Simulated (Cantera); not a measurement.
# Transport properties of process gases

Gas mixture: 47.8 % CH3OH, 52.2 % CO, at 100.0 Torr, frozen composition.

Cantera's kinetic-theory transport with the Lennard-Jones parameters of GRI-Mech 3.0, ideal gas; thermal conductivity in the mixture-averaged form. Polar gases are described roughly by these parameters.

| T (K) | ρ (kg/m³) | cp (J/kg/K) | μ (µPa s) | λ (mW/m/K) | Pr | D (cm²/s) NO | D (cm²/s) H2O | D (cm²/s) C2H2 |
|---|---|---|---|---|---|---|---|---|
| 400 | 0.120 | 1333 | 16.8 | 30.0 | 0.748 | 2.24 | 2.46 | 1.80 |
| 500 | 0.0960 | 1470 | 20.4 | 39.5 | 0.762 | 3.33 | 3.81 | 2.72 |
| 600 | 0.0800 | 1606 | 23.8 | 49.2 | 0.777 | 4.59 | 5.40 | 3.78 |
| 700 | 0.0686 | 1727 | 27.0 | 59.1 | 0.790 | 5.99 | 7.23 | 4.98 |
| 800 | 0.0600 | 1831 | 30.1 | 68.8 | 0.800 | 7.53 | 9.26 | 6.30 |
| 900 | 0.0533 | 1921 | 32.9 | 78.4 | 0.807 | 9.20 | 11.5 | 7.74 |
D: mixture-averaged diffusion coefficient of that species in the mixture.
